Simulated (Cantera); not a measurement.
Feed: 1 mol Al, 9.8 mol CO2, 31 mol H2, at 600 K and 110 Pa.

Cantera equilibrium calculation (NASA polynomials, part measured and part estimated; ideal gas, pure solids and liquids). Candidate condensed phases: Al, Al2O3, C, C6H6, C7H8, C8H18, H2O; 121 gas species. Rates play no part.

Base state: H2 0.598, H2O 0.204, CO2 0.146, CH4 0.0371, CO 0.0152 (mole fractions); condensed: Al2O3(s) + C(graphite).

**Question.** What changes in the equilibrium state with this change: CO2 from 9.8 to 2.2 mol?

**Answer.** 
| species | before | after |
|---|---|---|
| H2 | 0.598 | 0.848 |
| H2O | 0.204 | 0.0773 |
| CH4 | 0.0371 | 0.0624 |
| CO2 | 0.146 | 0.00876 |
| CO | 0.0152 | 0.00340 |
| Al2O3(s), mol | 0.500 | 0.500 |
| C(graphite), mol | 2.77 | 0 |
